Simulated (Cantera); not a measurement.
What does this Cantera script print?

```python
import numpy as np
import cantera as ct

gas = ct.Solution("gri30.yaml")
gas.TPX = 1675, 13332, {'CH4': 1, 'H2O': 1.5}
reactor = ct.IdealGasConstPressureReactor(gas, energy="off", clone=False)
net = ct.ReactorNet([reactor])
net.rtol, net.atol = 1e-08, 1e-18
show = ['CH4', 'H2O', 'C2H6', 'H2O2', 'O2', 'CO']
times = np.geomspace(0.0005, 30, 14)

steps = ct.SolutionArray(gas, extra=["t"])
rows = []
print(f"{'t/s':>10s}{'T/K':>9s}{'P/Pa':>11s}" + "".join(f"{s:>11s}" for s in show))
for t in times:
    while net.time < t:
        t_next = net.step()
        steps.append(gas.state, t=t_next)
    rows.append([np.interp(t, steps.t, y) for y in (steps.T, steps.P, *steps(*show).X.T)])
    print(f"{t:10.3e}{rows[-1][0]:9.1f}{rows[-1][1]:11.4g}" + "".join(f"{x:11.3e}" for x in rows[-1][2:]))
rate = np.gradient(steps.T, steps.t)
print("integrator steps:", len(steps.t))
if steps.T.max() > steps.T[0] + 200:
    print(f"time of steepest temperature rise: {steps.t[rate.argmax()]:.4e} s")
gas.TPX = 1675, 13332, {'CH4': 1, 'H2O': 1.5}
gas.equilibrate("TP")
print(f"equilibrium (TP): T = {gas.T:.1f} K  " + "  ".join(f"{s} {gas[s].X[0]:.3e}" for s in show))
```

It prints:

```
       t/s      T/K       P/Pa        CH4        H2O       C2H6       H2O2         O2         CO
 5.000e-04   1675.0  1.333e+04  3.977e-01  5.995e-01  1.385e-04  7.490e-13  4.141e-12  3.422e-07
 1.166e-03   1675.0  1.333e+04  3.924e-01  5.983e-01  5.797e-04  2.330e-12  5.797e-11  9.938e-06
 2.717e-03   1675.0  1.333e+04  3.701e-01  5.918e-01  1.216e-03  4.802e-12  4.851e-10  1.274e-04
 6.333e-03   1675.0  1.333e+04  3.124e-01  5.686e-01  9.285e-04  4.719e-12  1.508e-09  5.835e-04
 1.476e-02   1675.0  1.333e+04  2.335e-01  5.298e-01  4.328e-04  3.626e-12  1.679e-09  1.606e-03
 3.441e-02   1675.0  1.333e+04  1.522e-01  4.887e-01  1.754e-04  3.117e-12  9.468e-10  4.097e-03
 8.022e-02   1675.0  1.333e+04  8.398e-02  4.479e-01  5.725e-05  2.995e-12  5.693e-10  9.970e-03
 1.870e-01   1675.0  1.333e+04  4.269e-02  4.035e-01  1.660e-05  2.927e-12  4.702e-10  2.316e-02
 4.359e-01   1675.0  1.333e+04  2.715e-02  3.456e-01  6.518e-06  2.183e-12  3.585e-10  4.964e-02
 1.016e+00   1675.0  1.333e+04  2.094e-02  2.753e-01  3.302e-06  1.202e-12  2.244e-10  9.016e-02
 2.368e+00   1675.0  1.333e+04  1.484e-02  2.056e-01  1.430e-06  5.852e-13  1.312e-10  1.362e-01
 5.521e+00   1675.0  1.333e+04  8.938e-03  1.502e-01  4.700e-07  2.851e-13  7.767e-11  1.761e-01
 1.287e+01   1675.0  1.333e+04  4.242e-03  1.167e-01  1.004e-07  1.633e-13  5.138e-11  2.014e-01
 3.000e+01   1675.0  1.333e+04  1.204e-03  1.037e-01  7.929e-09  1.264e-13  4.195e-11  2.110e-01
integrator steps: 1673
equilibrium (TP): T = 1675.0 K  CH4 7.547e-09  H2O 1.015e-01  C2H6 5.292e-19  H2O2 1.222e-13  O2 4.071e-11  CO 2.126e-01
```

Model: GRI-Mech 3.0 (53 species, 325 reactions), integrated in Cantera.
